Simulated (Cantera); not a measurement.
Input (Python, Cantera):

```python
import numpy as np
import cantera as ct

gas = ct.Solution("gri30.yaml")


def delay(T, t_max=10):
    gas.TPX = T, 36000, {'CH4': 1, 'H2': 0.27, 'O2': 3.95, 'N2': 14.9, 'H2O': 2.3}
    reactor = ct.IdealGasConstPressureReactor(gas, clone=False)
    net = ct.ReactorNet([reactor])
    net.rtol, net.atol = 1e-8, 1e-16
    while net.time < t_max:
        t_old, T_old = net.time, reactor.T
        net.step()
        if reactor.T > T + 400:  # ignition: a rise of 400 K
            return t_old + (T + 400 - T_old) / (reactor.T - T_old) * (net.time - t_old)
    return np.nan


taus = []
for T in [1325, 1400, 1475, 1550, 1625]:
    taus.append(delay(T))
    print(f"T0 = {T:6g} K   tau = {taus[-1]:.4e} s")

# d ln(tau) / d ln(k), from doubling and halving each rate constant
T, sens = 1325, []
for i in range(gas.n_reactions):
    gas.set_multiplier(2.0, i)
    up = delay(T)
    gas.set_multiplier(0.5, i)
    down = delay(T)
    gas.set_multiplier(1.0, i)
    sens.append((np.log(up / down) / np.log(4.0), gas.reaction(i).equation))
sens.sort(key=lambda x: -abs(x[0]))
print(f"sensitivities at {T} K")
for s, eq in sens[:10]:
    print(f"{s:8.3f}  {eq}")
```

It prints:

```
T0 =   1325 K   tau = 3.5139e-03 s
T0 =   1400 K   tau = 1.9133e-03 s
T0 =   1475 K   tau = 1.1178e-03 s
T0 =   1550 K   tau = 6.9118e-04 s
T0 =   1625 K   tau = 4.4599e-04 s
sensitivities at 1325 K
  -0.935  H + O2 <=> O + OH
   0.438  CH4 + OH <=> CH3 + H2O
   0.425  2 CH3 (+M) <=> C2H6 (+M)
  -0.303  H2 + OH <=> H + H2O
  -0.198  CH3 + HO2 <=> CH3O + OH
  -0.166  CH3 + O2 <=> CH3O + O
   0.151  CH4 + H <=> CH3 + H2
  -0.106  CH3 + O2 <=> CH2O + OH
  -0.086  2 CH3 <=> C2H5 + H
  -0.082  H2 + O <=> H + OH
```

Cantera simulation using GRI-Mech 3.0 (53 species, 325 reactions); the numbers are that mechanism's predictions, not measurements.
